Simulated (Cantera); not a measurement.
Low-pressure radical oxidation in H2/O2

An isothermal, constant-pressure homogeneous reactor starts with H₂ : O₂ = 0.056 : 3.7 (molar parts), equivalence ratio 0.0076, at 1400 K and 10.00 Torr.

Cantera simulation using GRI-Mech 3.0 (53 species, 325 reactions); the numbers are that mechanism's predictions, not measurements. Radical loss at walls, strong at low pressure, is not modelled.

```
t (s)         x H₂   x O₂       x H       x O      x OH    x H₂O₂
--------  --------  -----  --------  --------  --------  --------
0.000600    0.0149  0.985   1.28e-7   9.24e-7   7.84e-7  2.88e-10
0.00159     0.0148  0.985   1.08e-5   8.24e-5   6.88e-5   1.55e-9
0.00419   0.000254  0.971  0.000727    0.0123   0.00236   2.05e-8
0.0111     8.38e-5  0.971  0.000594    0.0125   0.00192   1.51e-8
0.0293     7.90e-5  0.972  0.000542    0.0117   0.00187   1.48e-8
0.0775     6.81e-5  0.974  0.000429    0.0100   0.00174   1.42e-8
0.205      4.78e-5  0.977  0.000248   0.00692   0.00146   1.26e-8
0.541      2.31e-5  0.981   8.12e-5   0.00327   0.00101   9.38e-9
1.43       7.03e-6  0.984   1.34e-5  0.000980  0.000561   5.20e-9
3.78       1.57e-6  0.985   1.40e-6  0.000217  0.000265   2.07e-9
10.0       3.35e-7  0.985   1.38e-7   4.60e-5  0.000123  6.75e-10
```
x: mole fraction; the columns are a selection and need not sum to one.

Equilibrium at this temperature and pressure: H₂ 5.95e-8, O₂ 0.985, H 1.03e-8, O 8.19e-6, OH 5.18e-5, H₂O₂ 1.92e-10 (gas phase only).
